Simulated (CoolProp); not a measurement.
Properties of CH3F (R41) along the isobar 3.63 bar (Tc = 317.3 K, pc = 59.06 bar, ω = 0.200).

Values from CoolProp's reference Helmholtz-energy equation of state, Lemmon 2006. It is a short technical equation, of lower accuracy than the large ones.

```
T (K)   phase  Joule-Thomson coefficient (K/MPa)  isothermal compressibility (1/MPa)
-----  ------  ---------------------------------  ----------------------------------
209    liquid                            -0.2550                            0.001961
229.3     gas                              39.76                                   ?
249.7     gas                              30.45                                   ?
270.1     gas                              23.94                                   ?
290.4     gas                              19.31                               2.851
310.8     gas                              15.87                                   ?
331.1     gas                                  ?                               2.815
351.5     gas                              11.24                               2.804
371.9     gas                              9.623                               2.795
```

Problem. Fill in the missing entries.

Solution. 
- 229.3, isothermal compressibility (1/MPa): 3.017
- 249.7, isothermal compressibility (1/MPa): 2.931
- 270.1, isothermal compressibility (1/MPa): 2.882
- 310.8, isothermal compressibility (1/MPa): 2.830
- 331.1, Joule-Thomson coefficient (K/MPa): 13.27
